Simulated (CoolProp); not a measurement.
The numbers come from the reference Helmholtz-energy equation of state, Lemmon 2006 in CoolProp. It is a short technical equation, of lower accuracy than the large ones.

**Question.** Give the vapour pressure (MPa), liquid density (kg/m³), enthalpy of vaporisation (kJ/kg) of saturated R142b at 272.7, 328.9, 344.9 K.

**Answer.** 
```
T (K)  p (MPa)  liquid density (kg/m³)  enthalpy of vaporisation (kJ/kg)
-----  -------  ----------------------  --------------------------------
272.7    0.142                    1170                               218
328.9    0.789                    1030                               179
344.9     1.15                     978                               164
```
